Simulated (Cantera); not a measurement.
A closed system holds: 1 mol Fe(CO)5, 1.7 mol N2, at 0.0100 bar.

Equilibrium computed with Cantera from the NASA thermochemical tables; the gas is ideal and each condensed phase is pure. Candidate condensed phases: C, Fe, Fe(CO)5, FeO, Fe2O3, Fe3O4; 27 gas species. Condensed phases not in the tables: cementite and carbon dissolved in iron. Kinetics and transport are ignored. All values below are at 923 K.

Base state: CO 0.725, N2 0.258, CO2 0.0166 (mole fractions); condensed: C(graphite) + Fe(α).

**Question.** What changes in the equilibrium state with this change: Fe(CO)5 replaced by Pb?

**Answer.** 
```
species           before     after
----------------  ------  --------
N2                 0.258     1.000
Pb                     0  0.000254
CO                 0.725         0
CO2               0.0166         0
C(graphite), mol   0.109         0
Fe(α), mol          1.00         0
Pb(l), mol             0     1.000
```
Further candidate phases: Pb.
